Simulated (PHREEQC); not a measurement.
1 kg of water holding 0.0035 mol NaHCO3, 0.046 mol Na2CO3, 0.041 mol Na2SO4, 0.007 mol KCl and 0.0088 mol NaCl is evaporated at 25 °C; the solids stay in contact with the brine. No CO2 enters from the air. The run lets Arcanite, Burkeite, Glaserite, Halite, Kalicinite, Mirabilite, Misenite, Nahcolite, Natron, Sylvite, Thenardite, Trona precipitate or redissolve, and no other solid.

Equilibrium calculation in PHREEQC: Pitzer model, pitzer.dat.

```json
[
 {"water left (kg)": "1", "ionic strength": "0.279", "water activity": "0.996", "Burkeite (mol)": "0", "Halite (mol)": "0"},
 {"water left (kg)": "0.6755", "ionic strength": "0.414", "water activity": "0.994", "Burkeite (mol)": "0", "Halite (mol)": "0"},
 {"water left (kg)": "0.4563", "ionic strength": "0.613", "water activity": "0.991", "Burkeite (mol)": "0", "Halite (mol)": "0"},
 {"water left (kg)": "0.3083", "ionic strength": "0.908", "water activity": "0.987", "Burkeite (mol)": "0", "Halite (mol)": "0"},
 {"water left (kg)": "0.2082", "ionic strength": "1.35", "water activity": "0.981", "Burkeite (mol)": "0", "Halite (mol)": "0"},
 {"water left (kg)": "0.1407", "ionic strength": "1.99", "water activity": "0.973", "Burkeite (mol)": "0", "Halite (mol)": "0"},
 {"water left (kg)": "0.09504", "ionic strength": "2.95", "water activity": "0.961", "Burkeite (mol)": "0", "Halite (mol)": "0"},
 {"water left (kg)": "0.06419", "ionic strength": "4.37", "water activity": "0.943", "Burkeite (mol)": "0", "Halite (mol)": "0"},
 {"water left (kg)": "0.05277", "ionic strength": "5.31", "water activity": "0.931", "Burkeite (mol)": "0", "Halite (mol)": "0"},
 {"water left (kg)": "0.03566", "ionic strength": "7.86", "water activity": "0.894", "Burkeite (mol)": "0", "Halite (mol)": "0"},
 {"water left (kg)": "0.02409", "ionic strength": "11.6", "water activity": "0.829", "Burkeite (mol)": "0", "Halite (mol)": "0"},
 {"water left (kg)": "0.01627", "ionic strength": "12.6", "water activity": "0.798", "Burkeite (mol)": "0.00823", "Halite (mol)": "0"},
 {"water left (kg)": "0.01093", "ionic strength": "12.6", "water activity": "0.777", "Burkeite (mol)": "0.0149", "Halite (mol)": "0"},
 {"water left (kg)": "0.007108", "ionic strength": "13.3", "water activity": "0.728", "Burkeite (mol)": "0.0189", "Halite (mol)": "0"},
 {"water left (kg)": "0.004375", "ionic strength": "16.2", "water activity": "0.639", "Burkeite (mol)": "0.0202", "Halite (mol)": "0.00425"}
]
```

Burkeite from water left = 0.0198 kg (pH 10.50); Trona from water left = 0.01627 kg (pH 10.51); Natron from water left = 0.007108 kg (pH 11.26); Halite from water left = 0.004375 kg (pH 12.02); Sylvite from water left = 0.004375 kg (pH 12.02).

Complexes and solids missing from the database can't appear.
